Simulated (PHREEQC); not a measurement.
A solution holds 0.005 mol/kgw H2SO4, 6.7e-05 mol/kgw CuSO4 and 6.3e-05 mol/kgw MgSO4, at 25 °C. Closed to the air; pH follows from the charge balance.

Equilibrium calculation in PHREEQC: ion-association model, phreeqc.dat.

Each row changes one thing in this solution. This is a speciation only: nothing precipitates in the calculation.

```
case                                  pH  ionic strength (mol/kgw)  SO4-2 (mol/kgw)  HSO4- (mol/kgw)  Mg+2 (mol/kgw)  MgSO4 (mol/kgw)
----------------------------------  ----  ------------------------  ---------------  ---------------  --------------  ---------------
as made                             2.13                    0.0119          0.00334          0.00176         4.73e-5          1.57e-5
diluted 100-fold with water         4.01                  0.000154          5.08e-5          4.65e-7         6.23e-7          6.62e-9
H2SO4 from 0.005 to 0.0045 mol/kgw  2.17                    0.0109          0.00310          0.00150         4.78e-5          1.52e-5
0.00025 mol/kgw HNO3 added          2.12                    0.0121          0.00331          0.00178         4.75e-5          1.55e-5
H2SO4 from 0.005 to 0.0075 mol/kgw  1.97                    0.0166          0.00444          0.00316             [?]          1.76e-5
diluted 10-fold with water          3.03                   0.00147         0.000474          3.76e-5         5.84e-6          4.63e-7
temperature from 25 to 80 °C        2.21                   0.00886          0.00184          0.00326             [?]          2.39e-5
CuSO4 left out                      2.12                    0.0117          0.00330          0.00175         4.74e-5          1.56e-5
```

What belongs in the gaps?


- H2SO4 from 0.005 to 0.0075 mol/kgw, Mg+2 (mol/kgw): 4.54e-5
- temperature from 25 to 80 °C, Mg+2 (mol/kgw): 3.91e-5

Complexes and solids missing from the database can't appear. At this temperature some constants are extrapolated from 25 °C, and those without enthalpy data are left unchanged.
